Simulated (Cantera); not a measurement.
A perfectly stirred reactor is fed with CH4 : N2 = 1 : 110 (molar parts), at 0.132 atm; it is held at 1650 K, and followed from long to short residence time.

Detailed kinetics in Cantera: GRI-Mech 3.0 (53 species, 325 reactions). GRI-Mech 3.0 stops at C3 and has no aromatics, soot or wall deposition, so with more carbon than oxygen in the feed, carbon stays in small species such as C2H2 where larger ones or solid carbon would form.

Question: What does this change do: pressure from 0.132 atm to 0.987 atm?

Answer: 
| quantity | before | after |
|---|---|---|
| x(CH4) at τ = 1.10 s | 0.00201 | 0.00151 |
| x(H2) at τ = 1.10 s | 0.0103 | 0.0111 |
| x(CH3) at τ = 1.10 s | 6.86e-5 | 2.42e-5 |
| x(C2H6) at τ = 1.10 s | 9.19e-7 | 8.35e-7 |
| x(CH2) at τ = 1.10 s | 1.03e-7 | 1.82e-8 |
| x(CH4) at τ = 41.0 ms | 0.00725 | 0.00531 |
| x(H2) at τ = 41.0 ms | 0.00219 | 0.00524 |
| x(CH3) at τ = 41.0 ms | 0.000178 | 9.07e-5 |
| x(C2H6) at τ = 41.0 ms | 6.68e-6 | 1.24e-5 |
| x(CH2) at τ = 41.0 ms | 1.58e-7 | 6.53e-8 |

Question: What does this change do: N2 110 to 22 parts?

Answer: 
| quantity | before | after |
|---|---|---|
| x(CH4) at τ = 1.10 s | 0.00201 | 0.00937 |
| x(H2) at τ = 1.10 s | 0.0103 | 0.0488 |
| x(CH3) at τ = 1.10 s | 6.86e-5 | 0.000151 |
| x(C2H6) at τ = 1.10 s | 9.19e-7 | 3.97e-6 |
| x(CH2) at τ = 1.10 s | 1.03e-7 | 1.11e-7 |
| x(CH4) at τ = 41.0 ms | 0.00725 | 0.0328 |
| x(H2) at τ = 41.0 ms | 0.00219 | 0.0139 |
| x(CH3) at τ = 41.0 ms | 0.000178 | 0.000445 |
| x(C2H6) at τ = 41.0 ms | 6.68e-6 | 3.96e-5 |
| x(CH2) at τ = 41.0 ms | 1.58e-7 | 2.44e-7 |

Question: What does this change do: N2 110 to 87 parts?

Answer: 
```json
[
 {"quantity": "x(CH4) at τ = 1.10 s", "before": "0.00201", "after": "0.00252"},
 {"quantity": "x(H2) at τ = 1.10 s", "before": "0.0103", "after": "0.0130"},
 {"quantity": "x(CH3) at τ = 1.10 s", "before": "6.86e-5", "after": "7.73e-5"},
 {"quantity": "x(C2H6) at τ = 1.10 s", "before": "9.19e-7", "after": "1.15e-6"},
 {"quantity": "x(CH2) at τ = 1.10 s", "before": "1.03e-7", "after": "1.05e-7"},
 {"quantity": "x(CH4) at τ = 41.0 ms", "before": "0.00725", "after": "0.00904"},
 {"quantity": "x(H2) at τ = 41.0 ms", "before": "0.00219", "after": "0.00293"},
 {"quantity": "x(CH3) at τ = 41.0 ms", "before": "0.000178", "after": "0.000205"},
 {"quantity": "x(C2H6) at τ = 41.0 ms", "before": "6.68e-6", "after": "8.87e-6"},
 {"quantity": "x(CH2) at τ = 41.0 ms", "before": "1.58e-7", "after": "1.73e-7"}
]
```
